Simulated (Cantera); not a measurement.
# Premixed flame

A freely propagating, adiabatic, planar premixed flame of CO : H₂ : CH₄ : O₂ : N₂ : H₂O = 1 : 0.054 : 0.5 : 1.39 : 5.22 : 0.68 (molar parts), unburnt at 450 K and 5.00 bar; mixture-averaged transport, grid criteria slope 0.08 and curve 0.16, no radiation.

Model: GRI-Mech 3.0 (53 species, 325 reactions), integrated in Cantera. Burning velocities carry a grid error of a few per cent, more on coarse grids.

| z (mm) | T (K) | u (m/s) | x CO | x H₂ | x CH₄ | x NO | x CO₂ | x C₂H₆ |
|---|---|---|---|---|---|---|---|---|
| -0.338 | 450 | 0.487 | 0.113 | 0.00644 | 0.0565 | <1e-8 | 8.15e-7 | <1e-8 |
| -0.225 | 452 | 0.489 | 0.113 | 0.00702 | 0.0564 | <1e-8 | 1.37e-5 | 1.19e-7 |
| -0.169 | 462 | 0.500 | 0.113 | 0.00779 | 0.0560 | <1e-8 | 9.01e-5 | 8.42e-7 |
| -0.113 | 520 | 0.565 | 0.112 | 0.00931 | 0.0536 | 5.86e-8 | 0.000902 | 9.42e-6 |
| -0.0563 | 904 | 0.986 | 0.108 | 0.0119 | 0.0389 | 1.44e-6 | 0.0123 | 0.000150 |
| -0.0281 | 1322 | 1.44 | 0.102 | 0.0132 | 0.0217 | 4.59e-6 | 0.0328 | 0.000295 |
| 0 | 1732 | 1.87 | 0.0898 | 0.0133 | 0.00478 | 9.29e-6 | 0.0663 | 4.50e-5 |
| 0.0281 | 1930 | 2.06 | 0.0682 | 0.0114 | 0.000241 | 1.50e-5 | 0.0994 | 1.24e-7 |
| 0.0563 | 2019 | 2.13 | 0.0527 | 0.0108 | 6.21e-6 | 1.92e-5 | 0.119 | <1e-8 |
| 0.113 | 2111 | 2.21 | 0.0413 | 0.0103 | <1e-8 | 2.44e-5 | 0.132 | <1e-8 |
| 0.225 | 2189 | 2.28 | 0.0355 | 0.00898 | <1e-8 | 3.08e-5 | 0.139 | <1e-8 |
| 0.450 | 2243 | 2.33 | 0.0317 | 0.00778 | <1e-8 | 3.81e-5 | 0.144 | <1e-8 |
| 0.900 | 2273 | 2.36 | 0.0292 | 0.00706 | <1e-8 | 4.62e-5 | 0.147 | <1e-8 |
x: mole fraction of selected species; z is measured from the peak of heat release.

| Property | Result |
|---|---|
| laminar burning velocity | 48.6 cm/s |
| thermal thickness | 0.113 mm |
| peak x(C₂H₆) | 0.000296 |
| grid points | 141 |
